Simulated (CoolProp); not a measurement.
Vapour-liquid equilibrium of ethanol (1) + toluene (2) at 0.516 bar; x and y are mole fractions of (1).

The numbers come from the multi-fluid Helmholtz-energy mixture model, Schroeder 2014 and Lemmon 2006; pair parameters Bell 2016 in CoolProp.

Problem. Give the bubble temperature and the first vapour's composition at x = 0.125, 0.2, 0.5. Is there an azeotrope?

Solution. x = 0.125: 66.2 °C, y = 0.581; x = 0.2: 62.8 °C, y = 0.646; x = 0.5: 60.4 °C, y = 0.699. y crosses x between x = 0.725 and 0.8: the model has an azeotrope there.

The pair parameters rest on a limited set of measurements; away from them the model extrapolates. With so large a gap from Raoult's law the liquid may split in two, which this calculation doesn't test in full.
